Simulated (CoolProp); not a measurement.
Vapour-liquid equilibrium of cyclohexane (1) + n-nonane (2) at 1.2 MPa; x and y are mole fractions of (1).

Model: multi-fluid Helmholtz-energy mixture model, Zhou 2014 and Lemmon 2006; pair parameters Bell 2016, in CoolProp.

| x | bubble temperature (K) | y at the bubble point | dew temperature at overall composition x (K) | liquid density (mol/L) |
|---|---|---|---|---|
| 0.05 | 544.1 | 0.095 | 546.7 | 3.692 |
| 0.15 | 533.9 | 0.269 | 541.0 | 3.962 |
| 0.25 | 524.1 | 0.422 | 535.1 | 4.241 |
| 0.35 | 514.9 | 0.553 | 528.9 | 4.533 |
| 0.45 | 506.1 | 0.663 | 522.2 | 4.842 |
| 0.55 | 497.7 | 0.756 | 515.1 | 5.171 |
| 0.65 | 489.8 | 0.832 | 507.2 | 5.523 |
| 0.75 | 482.3 | 0.895 | 498.3 | 5.901 |
| 0.85 | 475.4 | 0.945 | 487.8 | 6.309 |
| 0.95 | 469.0 | 0.984 | 474.6 | 6.749 |

No azeotrope shows between x = 0.05 and 0.95.

Pair parameters are fitted to limited data, so mixtures are less certain than the pure fluids.
